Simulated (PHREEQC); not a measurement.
PHREEQC input (Pitzer model, pitzer.dat):

```
SOLUTION 1
  temp 20
  units mol/kgw
  pH 7 charge
  C(4) 0.0226
  Na 1.2073
  S(6) 0.58
  Cl 0.0131
  K 0.0044
END
USE solution 1
INCREMENTAL_REACTIONS false
REACTION 1
  H2O -1
  0 9.886 18.011 24.689 30.178 34.689 38.397 41.444
  43.949 46.007 47.699 49.089 moles
EQUILIBRIUM_PHASES 1
  Arcanite 0 0
  Burkeite 0 0
  Glaserite 0 0
  Halite 0 0
  Kalicinite 0 0
  Mirabilite 0 0
  Misenite 0 0
  Nahcolite 0 0
  Natron 0 0
  Sylvite 0 0
  Thenardite 0 0
  Trona 0 0
  CO2(g) -3.4 10
SELECTED_OUTPUT 1
  -reset false
  -pH true
  -pe true
  -ionic_strength true
  -water true
  -activities H2O
  -totals C Cl K Na S
  -molalities H+ Na+ K+ Cl- CO3-2 SO4-2 OH- HCO3- CO2 HSO4-
  -equilibrium_phases Arcanite Burkeite Glaserite Halite Kalicinite Mirabilite Misenite Nahcolite Natron Sylvite
    Thenardite Trona
PRINT
  -reset false
END
```

Selected output (columns that matter, 12 of 12 rows; water left (kg) added in front):

```
water left (kg)	pH	mu	C	Cl	K	Na	S	m_H+	m_Na+	m_K+	m_Cl-	m_CO3-2	la_H2O	Mirabilite
0.999861	9.1964	1.8001	0.030439	0.013102	0.0044006	1.2075	0.58008	1.4349e-09	1.2075	0.0044006	0.013102	0.0081591	-0.009682	0
0.821767	9.2247	2.191	0.036231	0.015941	0.0053543	1.4692	0.7058	1.367e-09	1.4692	0.0053543	0.015941	0.010732	-0.011532	0
0.675398	9.2497	2.6668	0.043138	0.019396	0.0065147	1.7875	0.85875	1.2961e-09	1.7875	0.0065147	0.019396	0.014002	-0.013751	0
0.555098	9.2713	3.2458	0.051403	0.023599	0.0079265	2.1749	1.0449	1.2167e-09	2.1749	0.0079265	0.023599	0.018121	-0.016437	0
0.456218	9.2894	3.9505	0.061331	0.028714	0.0096445	2.6463	1.2713	1.1227e-09	2.6463	0.0096445	0.028714	0.023262	-0.019737	0
0.358508	9.3407	4.265	0.076099	0.03654	0.012273	2.8581	1.3631	9.7215e-10	2.8581	0.012273	0.03654	0.031551	-0.021326	0.091322
0.269653	9.415	4.3108	0.098135	0.048581	0.016317	2.8914	1.358	8.1296e-10	2.8914	0.016317	0.048581	0.044988	-0.021735	0.21381
0.196643	9.4942	4.3803	0.13028	0.066618	0.022376	2.9415	1.3505	6.6985e-10	2.9415	0.022376	0.066618	0.065983	-0.022346	0.31444
0.136634	9.5814	4.4953	0.18105	0.095877	0.032203	3.0231	1.3385	5.3841e-10	3.0231	0.032203	0.095877	0.10142	-0.023339	0.39712
0.0873664	9.6821	4.7143	0.27231	0.14994	0.050363	3.1768	1.3177	4.1358e-10	3.1768	0.050363	0.14994	0.16946	-0.025201	0.46488
0.046958	9.808	5.2675	0.48384	0.27897	0.093701	3.5595	1.2761	2.864e-10	3.5595	0.093701	0.27897	0.33811	-0.029861	0.52008
0.0142822	9.9814	8.4817	1.5009	0.91723	0.30808	5.7519	1.22	1.1684e-10	5.7519	0.30808	0.91723	1.2017	-0.059702	0.56258
```
